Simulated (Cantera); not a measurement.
Hydrocarbon pyrolysis for carbon deposition

An isothermal, constant-pressure homogeneous reactor starts with 1.13 % C2H6, 97.1 % N2, 1.81 % H2O, at 1850 K and 0.480 bar.

Cantera simulation using GRI-Mech 3.0 (53 species, 325 reactions); the numbers are that mechanism's predictions, not measurements.

| t (s) | x C2H6 | x H2 | x CH2 | x H | x C2H2 | x C2H |
|---|---|---|---|---|---|---|
| 0.000200 | 1.06e-5 | 0.0180 | 7.90e-6 | 0.000306 | 0.00852 | 1.51e-6 |
| 0.000502 | 3.04e-6 | 0.0195 | 2.71e-6 | 0.000174 | 0.00947 | 8.97e-7 |
| 0.00126 | 1.22e-6 | 0.0202 | 1.26e-6 | 0.000120 | 0.00974 | 6.16e-7 |
| 0.00317 | 7.01e-7 | 0.0209 | 8.89e-7 | 0.000109 | 0.00984 | 5.47e-7 |
| 0.00796 | 4.15e-7 | 0.0219 | 7.50e-7 | 0.000118 | 0.00989 | 5.68e-7 |
| 0.0200 | 2.17e-7 | 0.0236 | 6.08e-7 | 0.000133 | 0.00969 | 5.83e-7 |
| 0.0502 | 1.37e-7 | 0.0264 | 4.74e-7 | 0.000143 | 0.00893 | 5.18e-7 |
| 0.126 | 8.79e-8 | 0.0307 | 3.33e-7 | 0.000149 | 0.00756 | 3.94e-7 |
| 0.317 | 4.37e-8 | 0.0362 | 2.03e-7 | 0.000157 | 0.00576 | 2.68e-7 |
| 0.796 | 1.59e-8 | 0.0415 | 1.09e-7 | 0.000164 | 0.00400 | 1.69e-7 |
| 2.00 | 4.04e-9 | 0.0453 | 5.05e-8 | 0.000169 | 0.00273 | 1.09e-7 |
x: mole fraction; the columns are a selection and need not sum to one.

Equilibrium at this temperature and pressure: C2H6 <1e-12, H2 0.0476, CH2 4.20e-10, H 0.000171, C2H2 4.81e-5, C2H 1.85e-9 (gas phase only).
